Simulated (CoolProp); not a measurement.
A closed Brayton cycle with carbon dioxide: compressor inlet 328.15 K and 9.8 MPa, high pressure 32 MPa, turbine inlet 880 K, compressor efficiency 0.85, turbine efficiency 0.9, recuperator effectiveness 0.8 (on enthalpy, no pinch check). Each further row changes one setting.

Model: reference Helmholtz-energy equation of state, Span 1996, in CoolProp.

| case | thermal efficiency (%) | net work (kJ/kg) | compressor to turbine work | compressor exit (K) | turbine exit (K) |
|---|---|---|---|---|---|
| as stated | 31.9 | 106 | 0.36 | 416.7 | 733.0 |
| turbine inlet 830 K | 30.7 | 95.4 | 0.38 | 416.7 | 688.0 |
| compressor inlet 338.15 K | 30.7 | 96.8 | 0.41 | 438.8 | 733.0 |
| high pressure 27.2 MPa | 30.5 | 95.6 | 0.34 | 404.2 | 752.4 |
| recuperator effectiveness 0.5 | 23.9 | 106 | 0.36 | 416.7 | 733.0 |
